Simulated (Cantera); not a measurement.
Source: NASA polynomial tables (part measured, part estimated), evaluated in Cantera. Values are per mole of reaction as written; species without (g) are pure solids or liquids, kept so even where they would boil at 1 bar.

NbO2(g) + 4 H(g) ⇌ Nb + 2 H2O(g), with ΔH° = -1155.7 kJ and ΔS° = -317.9 J/K at 300 K.

Problem. How far is the shortcut ΔG° ≈ ΔH°(300 K) − T·ΔS°(300 K) from the full temperature-dependent value at 1750, 1850, 1950, 2050, 2150, 2250, 2350, 2450 K?

Solution. 
```
T (K)  shortcut (kJ)  full (kJ)  difference (kJ)  difference in log10 K
-----  -------------  ---------  ---------------  ---------------------
1750          -599.4     -544.4            -55.0                   1.64
1850          -567.6     -507.3            -60.3                   1.70
1950          -535.8     -470.1            -65.7                   1.76
2050          -504.0     -433.0            -71.1                   1.81
2150          -472.2     -395.7            -76.5                   1.86
2250          -440.4     -358.5            -81.9                   1.90
2350          -408.7     -321.3            -87.3                   1.94
2450          -376.9     -284.1            -92.7                   1.98
```
The shortcut ignores the heat-capacity change of the reaction.
